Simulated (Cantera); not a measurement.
A closed system holds: 1 mol Si3H8, 0.048 mol HCl, 6.2 mol N2, 0.14 mol Cl2, held at 1125 K and 0.00230 bar.

Equilibrium computed with Cantera from the NASA thermochemical tables; the gas is ideal and each condensed phase is pure. Candidate condensed phases: NH4Cl, Si, Si3N4; 28 gas species. The feed counts by its element totals alone. N2 is the only nitrogen source here; it is nearly inert below about 1500 K, so the nitride shown seldom forms there in practice. Rates play no part.

Base state: N2 0.501, H2 0.460, HCl 0.0391 (mole fractions); condensed: Si3N4(s).

### Question
What changes in the equilibrium state with this change: temperature from 1125 K to 1700 K?

### Answer
| species | before | after |
|---|---|---|
| N2 | 0.501 | 0.596 |
| H2 | 0.460 | 0.375 |
| HCl | 0.0391 | 0.0221 |
| SiCl2 | 1.14e-6 | 0.00465 |
| Si | <1e-9 | 0.000295 |
| SiCl | <1e-9 | 8.26e-5 |
| Si3N4(s), mol | 1.000 | 0 |
| Si(l), mol | 0 | 2.95 |
The tables' values for SiCl are old estimates; treat these amounts as uncertain.
